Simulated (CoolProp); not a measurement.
A single-stage vapour-compression cycle with C3F8 (R218): evaporating at 214.15 K (dew point), condensing at 269.15 K (bubble point), superheat 0 K, subcooling 0 K, compressor efficiency 0.65, no pressure losses. Each further row changes one setting.

The numbers come from the reference Helmholtz-energy equation of state, Lemmon 2006 in CoolProp. It is a short technical equation, of lower accuracy than the large ones.

```tsv
case	cooling COP	pressure ratio	discharge temperature (K)	refrigerating effect (kJ/kg)	volumetric capacity (kJ/m³)
as stated	1.66	11.1	271.4	58.3	207
evaporating temperature 219.15 K	1.95	8.40	270.4	61.4	282
condensing temperature 264.15 K	1.94	9.35	267.1	63.6	226
subcooling 5 K	1.81	11.1	271.4	63.6	226
superheat 10 K	1.73	11.1	282.3	65.0	219
compressor efficiency 0.55	1.40	11.1	279.2	58.3	207
```
